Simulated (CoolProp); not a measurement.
Sulfur hexafluoride at 470.8 K and 4.69 MPa is throttled through a valve to 2.6 MPa with no heat exchange. Each further row changes one setting.

Model: reference Helmholtz-energy equation of state, Guder 2009, in CoolProp.

```tsv
case	temperature change (K)	final density (kg/m³)
as stated	-6.1	104
outlet pressure 0.78 MPa	-11.6	30.4
outlet pressure 3.38 MPa	-3.8	137
```
